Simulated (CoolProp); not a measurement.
A Linde-Hampson liquefier for ethane: isothermal reversible compression at 320 K from 1 atm to 25 MPa, throttling to 1 atm, return gas leaving the recuperator 2 K below the feed. Each further row changes one setting.

The numbers come from the reference Helmholtz-energy equation of state, Bücker 2006 in CoolProp.

```csv
case,liquid yield per pass,compression work (kJ/kg of gas)
as stated,0.465,378
high pressure 50 MPa,0.448,436
warm-end temperature 350 K,0.386,443
warm-end gap 7 K,0.458,378
```
